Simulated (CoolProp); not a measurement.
Vapour-liquid equilibrium of dimethyl carbonate (1) + n-heptane (2) at 136.05 °C; x and y are mole fractions of (1).

Computed with CoolProp (multi-fluid Helmholtz-energy mixture model, Zhou 2011 and Span 2003; pair parameters Bell 2016).

```
x      bubble pressure, mixture model (bar)  bubble pressure, Raoult's law (bar)  y, mixture model  y, Raoult's law
-----  ------------------------------------  -----------------------------------  ----------------  ---------------
0.05                                      ?                                2.769             0.139            0.065
0.125                                 3.442                                2.836             0.280            0.159
0.2                                   3.735                                2.903                 ?            0.249
0.275                                     ?                                2.970             0.443            0.335
0.35                                  4.103                                3.037             0.496            0.417
0.425                                     ?                                3.104             0.539            0.495
0.5                                       ?                                3.171             0.576            0.570
0.575                                 4.315                                3.238             0.610            0.642
0.65                                      ?                                3.306             0.645            0.712
0.725                                 4.305                                3.373             0.683            0.778
0.8                                   4.243                                3.440             0.731            0.842
0.875                                 4.114                                3.507             0.796            0.903
0.95                                  3.876                                3.574                 ?            0.962
```

Problem. Some entries are withheld; supply them.

Solution. 
- 0.05, bubble pressure, mixture model (bar): 3.050
- 0.2, y, mixture model: 0.375
- 0.275, bubble pressure, mixture model (bar): 3.950
- 0.425, bubble pressure, mixture model (bar): 4.209
- 0.5, bubble pressure, mixture model (bar): 4.277
- 0.65, bubble pressure, mixture model (bar): 4.325
- 0.95, y, mixture model: 0.895

The largest gap from Raoult's law is +35.6 % in bubble pressure, at x = 0.425. y crosses x between x = 0.575 and 0.65: the model has an azeotrope there.

The pair parameters rest on a limited set of measurements; away from them the model extrapolates.
